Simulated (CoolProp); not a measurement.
A single-stage vapour-compression cycle with the fluid: evaporating at 245.15 K (dew point), condensing at 291.15 K (bubble point), superheat 5 K, subcooling 5 K, compressor efficiency 0.65, no pressure losses. The same conditions are run with several fluids, on thermodynamics alone (safety and materials aside).

Model: reference Helmholtz-energy equation of state of each fluid (c-C4F8 (RC318): Platzer 1990; hydrogen sulfide: Lemmon 2006; R236FA: Pan 2012; R125: Lemmon 2005; propylene: Lemmon 2013; hydrogen chloride: Thol 2018), in CoolProp. The equations of Platzer and Polt are older, rougher fits.

```csv
fluid,cooling COP,pressure ratio,discharge temperature (K),refrigerating effect (kJ/kg),volumetric capacity (kJ/m³)
c-C4F8 (RC318),2.78,6.74,295.2,85.3,308
hydrogen sulfide,2.86,4.12,…,426,3040
R236FA,2.92,…,309.1,127,275
R125,2.74,4.61,312.1,…,…
propylene,2.92,4.23,332.2,…,1590
hydrogen chloride,2.59,3.51,395.4,294,6860
```

Task: Complete the blanks.

Result: 
- hydrogen sulfide, discharge temperature (K): 402.3
- R236FA, pressure ratio: 7.37
- R125, refrigerating effect (kJ/kg): 106
- R125, volumetric capacity (kJ/m³): 1630
- propylene, refrigerating effect (kJ/kg): 325
